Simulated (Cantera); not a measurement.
What does this Cantera script print?

```python
import numpy as np
import cantera as ct

gas_names = """
    AL ALCL ALCL2 ALCL3 ALH ALN AL2 AL2CL6 CL CL2 H HCL H2 N NH NH2 NH3 N2 N2H2 N2H4
""".split()
cond_names = """
    AL(cr) AL(L) ALCL3(s) ALCL3(L) ALN(s) NH4CL(a) NH4CL(b)
""".split()


# ... load() reads the species with a 1 bar reference pressure and builds the phases ...
atoms = {
    'Al': {'AL': 1},
    'HCl': {'H': 1, 'CL': 1},
    'N2': {'N': 2},
}
top_T = {'ALN(s)': 2750}  # K; cautious upper limits of use, not melting points


# ... equilibrate(T, P, feed) seeds the gas with the atoms and calls Mixture.equilibrate('TP', solver="vcs", rtol=1e-11, max_steps=5000) ...
results = []
feed = {'Al': 1, 'HCl': 0.028, 'N2': 0.29}  # mol
T = 1450  # K
P = 1333.22  # Pa
mix = equilibrate(T, P, feed)
results.append((T, P, feed, dict(zip(mix.species_names, mix.species_moles))))
print(gas.report(threshold=0.001))
for i in range(1, mix.n_phases):
    print(f"{mix.phase(i).name:16s} {mix.phase_moles(i):12.5e} mol")
```

Result:

```
       temperature   1450 K
          pressure   1333.2 Pa
           density   0.004683 kg/m^3
  mean mol. weight   42.347 kg/kmol
   phase of matter   gas

                          1 kg             1 kmol
                     ---------------   ---------------
          enthalpy        1.2104e+05        5.1258e+06  J
   internal energy       -1.6365e+05       -6.9301e+06  J
           entropy            6887.6        2.9167e+05  J/K
    Gibbs function       -9.8659e+06       -4.1779e+08  J
 heat capacity c_p            851.96             36078  J/K
 heat capacity c_v            655.62             27763  J/K

                      mass frac. Y      mole frac. X     chem. pot. / RT
                     ---------------   ---------------   ---------------
              ALCL            0.9743           0.66086           -39.864
             ALCL2          0.008582         0.0037128           -73.208
                H2          0.015919           0.33439           -23.918
     [  +17 minor]         0.0011998         0.0010355

AL(L)             3.92166e-01 mol
ALCL3(L)          0.00000e+00 mol
ALN(s)            5.80000e-01 mol
```

Equilibrium computed with Cantera from the NASA thermochemical tables; the gas is ideal and each condensed phase is pure. Mutual solubility and eutectic melting of coexisting phases are not modelled. The tables' values for AlCl2 are old estimates; treat these amounts as uncertain.
